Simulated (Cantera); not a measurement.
What does this Cantera script print?

```python
import numpy as np
import cantera as ct

gas_names = """
    O2 Br2
""".split()
cond_names = """
    Ca(b) CaBr2(s) CaO(s)
""".split()


# ... load() reads the species with a 1 bar reference pressure and builds the phases ...
species = {s.name: s for s in load("nasa_gas.yaml", gas_names) + load("nasa_condensed.yaml", cond_names)}
T = 725
g = {n: (s.thermo.h(T) - T * s.thermo.s(T)) / (ct.gas_constant * T * np.log(10)) for n, s in species.items()}
valid = cond_names  # the entries whose range holds T


def stable(la, lb):
    # potentials (over RT ln 10) of the two non-metals from log10 p(O2) and log10 p(Br2) in bar
    mu = {}
    mu["O"] = (g["O2"] + la) / 2
    mu["Br"] = (g["Br2"] + lb) / 2
    cost = {}
    for n in valid:
        c = species[n].composition
        cost[n] = (g[n] - sum(c.get(e, 0) * m for e, m in mu.items())) / c["Ca"]
    return min(cost, key=cost.get)


results = []
for lb in [0, -1.8, -3.6, -5.4, -7.1, -8.9, -10.7, -12.5, -14.3, -16.1, -17.9, -19.6, -21.4, -23.2, -25]:
    row = [stable(la, lb) for la in [-43, -41, -39.1, -37.1, -35.2, -33.2, -31.3, -29.3, -27.4, -25.4, -23.5, -21.5, -19.5, -17.6, -15.6, -13.7, -11.7, -9.8, -7.8, -5.9, -3.9, -2, 0]]
    results.append(row)
    print(f"{lb:6.1f}  " + " ".join(f"{valid.index(n):x}" for n in row))
print("key: " + ", ".join(f"{i:x} {n}" for i, n in enumerate(valid)))
```

It prints:

```
   0.0  1 1 1 1 1 1 1 1 1 1 1 1 1 1 1 1 1 1 1 1 1 1 1
  -1.8  1 1 1 1 1 1 1 1 1 1 1 1 1 1 1 1 1 1 1 1 1 1 1
  -3.6  1 1 1 1 1 1 1 1 1 1 1 1 1 1 1 1 1 1 1 1 1 1 2
  -5.4  1 1 1 1 1 1 1 1 1 1 1 1 1 1 1 1 1 1 1 1 2 2 2
  -7.1  1 1 1 1 1 1 1 1 1 1 1 1 1 1 1 1 1 1 2 2 2 2 2
  -8.9  1 1 1 1 1 1 1 1 1 1 1 1 1 1 1 1 1 2 2 2 2 2 2
 -10.7  1 1 1 1 1 1 1 1 1 1 1 1 1 1 1 2 2 2 2 2 2 2 2
 -12.5  1 1 1 1 1 1 1 1 1 1 1 1 1 2 2 2 2 2 2 2 2 2 2
 -14.3  1 1 1 1 1 1 1 1 1 1 1 2 2 2 2 2 2 2 2 2 2 2 2
 -16.1  1 1 1 1 1 1 1 1 1 2 2 2 2 2 2 2 2 2 2 2 2 2 2
 -17.9  1 1 1 1 1 1 1 2 2 2 2 2 2 2 2 2 2 2 2 2 2 2 2
 -19.6  1 1 1 1 1 1 2 2 2 2 2 2 2 2 2 2 2 2 2 2 2 2 2
 -21.4  1 1 1 1 2 2 2 2 2 2 2 2 2 2 2 2 2 2 2 2 2 2 2
 -23.2  1 1 2 2 2 2 2 2 2 2 2 2 2 2 2 2 2 2 2 2 2 2 2
 -25.0  2 2 2 2 2 2 2 2 2 2 2 2 2 2 2 2 2 2 2 2 2 2 2
key: 0 Ca(b), 1 CaBr2(s), 2 CaO(s)
```

Standard-state values (1 bar) from the NASA 1993 polynomials, evaluated with Cantera. Not in the tables: oxide halides.
